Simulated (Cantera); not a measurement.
# Dilute partial oxidation

An isothermal, constant-pressure homogeneous reactor starts with 0.298 % CH3OH, 0.338 % O2, 99.4 % N2, equivalence ratio 1.3, at 1350 K and 500000 Pa.

Computed with Cantera and GRI-Mech 3.0 (53 species, 325 reactions). GRI-Mech 3.0 was tuned for natural gas; its chemistry of methanol as a main component is partial and can be far from experiment.

| t (s) | x CH3OH | x O2 | x CH4 | x C2H6 | x O | x CH3 | x H |
|---|---|---|---|---|---|---|---|
| 5.00e-6 | 0.00298 | 0.00338 | 6.10e-10 | <1e-12 | 1.86e-9 | 3.73e-8 | 2.36e-8 |
| 1.95e-5 | 0.00298 | 0.00338 | 8.97e-9 | 3.21e-11 | 2.26e-9 | 1.38e-7 | 3.02e-8 |
| 7.58e-5 | 0.00297 | 0.00338 | 1.18e-7 | 1.32e-9 | 2.81e-9 | 4.13e-7 | 4.25e-8 |
| 0.000295 | 0.00293 | 0.00336 | 8.31e-7 | 1.30e-8 | 7.02e-9 | 3.56e-7 | 1.38e-7 |
| 0.00115 | 0.000535 | 0.00262 | 2.15e-6 | 6.36e-9 | 6.25e-7 | 1.30e-7 | 8.86e-6 |
| 0.00447 | <1e-12 | 2.26e-6 | 1.53e-11 | <1e-12 | 3.17e-7 | <1e-12 | 5.69e-5 |
| 0.0174 | <1e-12 | 3.63e-8 | 5.95e-12 | <1e-12 | 6.03e-9 | <1e-12 | 9.57e-6 |
| 0.0678 | <1e-12 | 1.61e-9 | 4.37e-12 | <1e-12 | 2.52e-10 | <1e-12 | 2.06e-6 |
| 0.264 | <1e-12 | 1.02e-10 | 3.98e-12 | <1e-12 | 1.41e-11 | <1e-12 | 4.94e-7 |
| 1.03 | <1e-12 | 7.09e-12 | 3.87e-12 | <1e-12 | 1.36e-12 | <1e-12 | 1.51e-7 |
| 4.00 | <1e-12 | <1e-12 | 3.80e-12 | <1e-12 | <1e-12 | <1e-12 | 7.55e-8 |
x: mole fraction; the columns are a selection and need not sum to one.

Equilibrium at this temperature and pressure: CH3OH <1e-12, O2 <1e-12, CH4 <1e-12, C2H6 <1e-12, O <1e-12, CH3 <1e-12, H 3.71e-8 (gas phase only).
